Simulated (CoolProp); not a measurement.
Vapour-liquid equilibrium of n-pentane (1) + the fluoroketone C6F12O (FK-5-1-12) (2) at 0.0982 MPa; x and y are mole fractions of (1).

Values from CoolProp's multi-fluid Helmholtz-energy mixture model, Thol 2019 and McLinden 2015; pair parameters Bell 2016.

| x | bubble temperature (°C) | y at the bubble point | dew temperature at overall composition x (°C) | liquid density (mol/L) |
|---|---|---|---|---|
| 0.05 | ? | 0.192 | 46.9 | 4.985 |
| 0.15 | 35.7 | 0.442 | 44.4 | 5.268 |
| 0.25 | 31.2 | 0.570 | 41.7 | 5.542 |
| 0.35 | 29.0 | 0.632 | 38.7 | 5.819 |
| 0.45 | 28.1 | 0.660 | 35.5 | 6.113 |
| 0.55 | 27.9 | 0.670 | 31.9 | 6.437 |
| 0.65 | 27.8 | 0.674 | 28.4 | ? |
| 0.75 | 27.9 | 0.683 | 29.1 | 7.226 |
| 0.85 | 28.4 | 0.716 | ? | 7.702 |
| 0.95 | 31.2 | 0.838 | ? | 8.217 |

**Question.** Complete the blanks.

**Answer.** 
- 0.05, bubble temperature (°C): 43.3
- 0.65, liquid density (mol/L): 6.805
- 0.85, dew temperature at overall composition x (°C): 31.5
- 0.95, dew temperature at overall composition x (°C): 33.9

y crosses x between x = 0.65 and 0.75: the model has an azeotrope there.

Pair parameters are fitted to limited data, so mixtures are less certain than the pure fluids.
